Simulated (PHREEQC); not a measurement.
Synthetic water in mg/L, 25 °C, pH 7.57, pe 11.2: Na 12.8; K 0.807; Ca 23.7; Mg 8.07; Cl 44.5; S(6) as SO4 23.1; Alkalinity as HCO3 36.2; O(0) (dissolved oxygen) 0.12; Pb 0.457; Br 0.0552.

Valence states are taken as typed.

Equilibrium calculation in PHREEQC: ion-association model, wateq4f.dat.

Precipitation was switched off in this run.

**Question.** Order these S species by the share of S that they hold, largest first: SO4-2, MgSO4, NaSO4-, CaSO4.

**Answer.** SO4-2 (90 %), CaSO4 (6.2 %), MgSO4 (4.1 %), NaSO4- (0.19 %)

The pH is 7.57 and the ionic strength 0.00343 mol/kgw. Saturation is exceeded, for instance for Cerrusite; the values hold only as long as no solid forms. Complexes and solids missing from the database can't appear.
